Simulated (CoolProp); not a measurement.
n-pentane along the isotherm 212.75 °C: fugacity coefficient from the reference equation and from simpler models built on Tc = 196.5 °C, pc = 3368 kPa, ω = 0.251; each cubic takes its own stable root.

Values from CoolProp's reference Helmholtz-energy equation of state, Thol 2019.

```json
[
 {"p (kPa)": "1530", "phase": "gas", "reference": "0.8645"},
 {"p (kPa)": "3060", "phase": "gas", "reference": "0.7321"},
 {"p (kPa)": "4590", "phase": "supercritical", "reference": "0.5890"},
 {"p (kPa)": "6120", "phase": "supercritical", "reference": "0.4792"},
 {"p (kPa)": "7650", "phase": "supercritical", "reference": "0.4120"},
 {"p (kPa)": "9180", "phase": "supercritical", "reference": "0.3675"},
 {"p (kPa)": "10700", "phase": "supercritical", "reference": "0.3365"},
 {"p (kPa)": "12200", "phase": "supercritical", "reference": "0.3141"},
 {"p (kPa)": "13800", "phase": "supercritical", "reference": "0.2963"},
 {"p (kPa)": "15300", "phase": "supercritical", "reference": "0.2837"},
 {"p (kPa)": "16800", "phase": "supercritical", "reference": "0.2740"}
]
```

**Question.** How far does each simpler model (van der Waals, Redlich-Kwong, Soave-Redlich-Kwong, Peng-Robinson) lie from the reference over these 11 states: mean and median of the absolute difference, and the worst?

**Answer.** 
- van der Waals: mean 11.9 %, median 11.5 %, worst +24.9 % at 212.75 °C and 16800 kPa
- Redlich-Kwong: mean 3.2 %, median 3.4 %, worst +6.7 % at 212.75 °C and 16800 kPa
- Soave-Redlich-Kwong: mean 5.3 %, median 5.9 %, worst +9.7 % at 212.75 °C and 16800 kPa
- Peng-Robinson: mean 1.2 %, median 0.8 %, worst -2.6 % at 212.75 °C and 3060 kPa
